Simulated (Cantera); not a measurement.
A closed system holds: 1 mol B, 3.3 mol H₂O, 9.2 mol H₂, at 950 °C and 75.0 Torr.

These are equilibrium values from Cantera (NASA tables, ideal gas, pure condensed phases), not measurements of a reactor. Candidate condensed phases: B, B₂O₃, B₃O₃H₃, H₂O; 23 gas species. Gases not in the tables: H₃BO₃. Kinetics and transport are ignored.

Base state: H₂ 0.855, H₂O 0.143, HBO₂ 0.00137, (HBO₂)₃ 0.000183 (mole fractions); condensed: B₂O₃(l).

Problem. What changes in the equilibrium state with this change: B replaced by B₂O₃?

Solution. 
```csv
species,before,after
H₂,0.855,0.735
H₂O,0.143,0.262
HBO₂,0.00137,0.00186
(HBO₂)₃,0.000183,0.000456
"B₂O₃(l), mol",0.488,0.980
```
